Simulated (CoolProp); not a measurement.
Vapour-liquid equilibrium of toluene (1) + o-xylene (2) at 0.573 MPa; x and y are mole fractions of (1).

Values from CoolProp's multi-fluid Helmholtz-energy mixture model, Lemmon 2006 and Zhou 2012; pair parameters Bell 2016.

Question: Give the bubble temperature and the first vapour's composition at x = 0.05, 0.35, 0.425. Is there an azeotrope?

Answer: x = 0.05: 222.0 °C, y = 0.083; x = 0.35: 208.3 °C, y = 0.496; x = 0.425: 205.1 °C, y = 0.577. No azeotrope shows between x = 0.05 and 0.95.

Pair parameters are fitted to limited data, so mixtures are less certain than the pure fluids.
